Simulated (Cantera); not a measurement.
## Ignition delay

Mixture: 12.8 % CH4, 15.1 % O2, 66.3 % N2, 5.76 % CO2, equivalence ratio 1.7, at 1.30 bar, adiabatic and at constant pressure. Ignition delay is the time to a rise of 400 K.

Cantera simulation using GRI-Mech 3.0 (53 species, 325 reactions); the numbers are that mechanism's predictions, not measurements.

```tsv
T0 (K)	delay (ms)
1050	602
1100	272
1150	128
1200	62.3
1250	31.4
1300	16.3
1350	8.70
1400	4.75
```

| Quantity | Result |
|---|---|
| apparent activation energy between 1300 and 1400 K | 190 kJ/mol |
